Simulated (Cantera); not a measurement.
Feed: 1 mol B2O3, 7.4 mol H2, 3.9 mol N2, held at 950 K and 1.50 mbar.

Method: chemical equilibrium by Gibbs-energy minimisation in Cantera with the NASA 1993 tables (ideal gas, pure condensed phases). Candidate condensed phases: B, BN, B2O3, B3O3H3, H2O; 39 gas species. N2 is the only nitrogen source here; it is nearly inert below about 1500 K, so the nitride shown seldom forms there in practice. Kinetics and transport are ignored.

Base state: H2 0.654, N2 0.345, H2O 0.000518 (mole fractions); condensed: BN(s) + B2O3(l).

Problem. What changes in the equilibrium state with this change: temperature from 950 K to 2198.15 K?

Solution. 
| species | before | after |
|---|---|---|
| H2 | 0.654 | 0.468 |
| N2 | 0.345 | 0.294 |
| H | 1.16e-8 | 0.0984 |
| BO | <1e-9 | 0.0455 |
| B2O3 | <1e-9 | 0.0210 |
| HBO | 1.54e-8 | 0.0178 |
| HBO2 | 5.10e-6 | 0.0413 |
| H2O | 0.000518 | 0.0113 |
| BO2 | <1e-9 | 0.00145 |
| B2O2 | <1e-9 | 0.00140 |
| OH | <1e-9 | 0.000330 |
| O | <1e-9 | 4.85e-5 |
| NO | <1e-9 | 1.18e-5 |
| BN(s), mol | 0.00392 | 0 |
| B2O3(l), mol | 0.998 | 0 |

Problem. What changes in the equilibrium state with this change: temperature from 950 K to 1725 K?

Solution. 
```csv
species,before,after
H2,0.654,0.568
N2,0.345,0.316
B2O3,<1e-9,0.0470
HBO2,5.10e-6,0.0326
HBO,1.54e-8,0.0238
B2O2,<1e-9,0.00437
BO,<1e-9,0.00294
H,1.16e-8,0.00361
"BN(s), mol",0.00392,0
"B2O3(l), mol",0.998,0
```

Problem. What changes in the equilibrium state with this change: B2O3 replaced by BF3?

Solution. 
```csv
species,before,after
H2,0.654,0.597
N2,0.345,0.315
BF3,0,0.0779
HF,0,0.0102
H2O,0.000518,0
BHF2,0,1.15e-5
"BN(s), mol",0.00392,0.0419
"B2O3(l), mol",0.998,0
```
